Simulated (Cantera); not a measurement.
A freely propagating, adiabatic, planar premixed flame of CO : H2 : O2 : N2 : H2O = 1 : 0.12 : 0.4 : 1.08 : 0.12 (molar parts), equivalence ratio 1.4, unburnt at 675 K and 18000 Pa; mixture-averaged transport, grid criteria slope 0.08 and curve 0.16, no radiation.

Computed with Cantera and GRI-Mech 3.0 (53 species, 325 reactions). Burning velocities carry a grid error of a few per cent, more on coarse grids.

**Question.** Predict: laminar burning velocity; thermal thickness; peak x(H); peak x(H2O2).

**Answer.** 
| Property | Result |
|---|---|
| laminar burning velocity | 390 cm/s |
| thermal thickness | 6.43 mm |
| peak x(H) | 0.0554 |
| peak x(H2O2) | 1.59e-6 |
